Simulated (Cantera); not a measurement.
Cantera run, input and output.

```python
import numpy as np
import cantera as ct

gas = ct.Solution("gri30.yaml")
gas.TPX = 1375, 300, {'H2': 0.0051, 'O2': 1, 'N2': 0.076}
reactor = ct.IdealGasConstPressureReactor(gas, energy="off", clone=False)
net = ct.ReactorNet([reactor])
net.rtol, net.atol = 1e-08, 1e-18
show = ['H2', 'O2', 'OH', 'H', 'H2O', 'HO2']
times = np.geomspace(3e-05, 7, 10)

steps = ct.SolutionArray(gas, extra=["t"])
rows = []
print(f"{'t/s':>10s}{'T/K':>9s}{'P/Pa':>11s}" + "".join(f"{s:>11s}" for s in show))
for t in times:
    while net.time < t:
        t_next = net.step()
        steps.append(gas.state, t=t_next)
    rows.append([np.interp(t, steps.t, y) for y in (steps.T, steps.P, *steps(*show).X.T)])
    print(f"{t:10.3e}{rows[-1][0]:9.1f}{rows[-1][1]:11.4g}" + "".join(f"{x:11.3e}" for x in rows[-1][2:]))
rate = np.gradient(steps.T, steps.t)
print("integrator steps:", len(steps.t))
if steps.T.max() > steps.T[0] + 200:
    print(f"time of steepest temperature rise: {steps.t[rate.argmax()]:.4e} s")
gas.TPX = 1375, 300, {'H2': 0.0051, 'O2': 1, 'N2': 0.076}
gas.equilibrate("TP")
print(f"equilibrium (TP): T = {gas.T:.1f} K  " + "  ".join(f"{s} {gas[s].X[0]:.3e}" for s in show))
```

It prints:

```
       t/s      T/K       P/Pa         H2         O2         OH          H        H2O        HO2
 3.000e-05   1375.0        300  4.717e-03  9.250e-01  6.520e-11  4.191e-10  2.808e-13  4.841e-10
 1.185e-04   1375.0        300  4.717e-03  9.250e-01  7.809e-10  1.141e-09  1.404e-11  1.912e-09
 4.677e-04   1375.0        300  4.717e-03  9.250e-01  6.024e-09  1.870e-09  4.889e-10  7.546e-09
 1.847e-03   1375.0        300  4.717e-03  9.250e-01  3.494e-08  3.521e-09  1.172e-08  2.976e-08
 7.293e-03   1375.0        300  4.717e-03  9.250e-01  4.177e-07  2.566e-08  4.039e-07  1.168e-07
 2.880e-02   1375.0        300  3.935e-03  9.242e-01  4.072e-04  2.649e-05  5.654e-04  1.390e-07
 1.137e-01   1375.0        300  9.753e-06  9.204e-01  6.033e-04  7.470e-05  4.369e-03  4.950e-08
 4.490e-01   1375.0        300  9.559e-06  9.205e-01  5.975e-04  7.246e-05  4.373e-03  4.898e-08
 1.773e+00   1375.0        300  8.864e-06  9.208e-01  5.754e-04  6.447e-05  4.390e-03  4.706e-08
 7.000e+00   1375.0        300  6.735e-06  9.218e-01  5.019e-04  4.223e-05  4.442e-03  4.060e-08
integrator steps: 638
equilibrium (TP): T = 1375.0 K  H2 2.755e-08  O2 9.246e-01  OH 3.217e-05  H 1.045e-08  H2O 4.712e-03  HO2 1.133e-08
```

Model: GRI-Mech 3.0 (53 species, 325 reactions), integrated in Cantera. Radical loss at walls, strong at low pressure, is not modelled.
